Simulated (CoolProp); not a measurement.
Carbon monoxide along the isotherm -120.85 °C: fugacity coefficient from the reference equation and from simpler models built on Tc = -140.3 °C, pc = 34.98 bar, ω = 0.050; each cubic takes its own stable root.

Computed with CoolProp (reference Helmholtz-energy equation of state, Lemmon 2006). It is a short technical equation, of lower accuracy than the large ones.

| p (bar) | phase | reference | Redlich-Kwong | Peng-Robinson |
|---|---|---|---|---|
| 3.75 | gas | 0.9763 | 0.9757 | 0.9726 |
| 7.5 | gas | 0.9530 | 0.9517 | 0.9457 |
| 11.2 | gas | 0.9302 | 0.9284 | 0.9198 |
| 15 | gas | 0.9070 | 0.9047 | 0.8936 |
| 18.7 | gas | 0.8848 | 0.8819 | 0.8686 |
| 22.5 | gas | 0.8622 | 0.8588 | 0.8435 |
| 26.2 | gas | 0.8404 | 0.8366 | 0.8195 |
| 30 | gas | 0.8182 | 0.8141 | 0.7954 |
| 33.7 | gas | 0.7969 | 0.7924 | 0.7724 |
| 37.5 | supercritical | 0.7752 | 0.7704 | 0.7492 |
| 41.2 | supercritical | 0.7543 | 0.7493 | 0.7271 |
| 45 | supercritical | 0.7331 | 0.7279 | 0.7050 |
| 48.7 | supercritical | 0.7128 | 0.7074 | 0.6839 |
| 52.5 | supercritical | 0.6921 | 0.6868 | 0.6629 |
